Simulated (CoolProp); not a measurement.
Vapour-liquid equilibrium of R22 (1) + R134a (2) at 873 kPa; x and y are mole fractions of (1).

Values from CoolProp's multi-fluid Helmholtz-energy mixture model, Kamei 1995 and Tillner-Roth 1994; pair parameters Bell 2016.

```
x      bubble temperature, mixture model (K)  bubble temperature, Raoult's law (K)  y, mixture model  y, Raoult's law
-----  -------------------------------------  ------------------------------------  ----------------  ---------------
0.05                                   306.4                                 306.6             0.074            0.075
0.125                                  304.7                                 305.3             0.178            0.180
0.2                                    303.2                                 303.9             0.272            0.279
0.275                                  301.8                                 302.6             0.360            0.370
0.35                                   300.4                                 301.3             0.442            0.456
0.425                                  299.2                                 300.1             0.518            0.536
0.5                                    298.0                                 298.9             0.590            0.610
0.575                                  296.9                                 297.7             0.658            0.680
0.65                                   295.9                                 296.6             0.723            0.745
0.725                                  294.9                                 295.5             0.785            0.806
0.8                                    294.0                                 294.4             0.846            0.864
0.875                                  293.1                                 293.4             0.905            0.918
0.95                                   292.2                                 292.3             0.962            0.968
```

The largest gap from Raoult's law is -0.9 K in bubble temperature, at x = 0.425. No azeotrope shows between x = 0.05 and 0.95.

Pair parameters are fitted to limited data, so mixtures are less certain than the pure fluids.
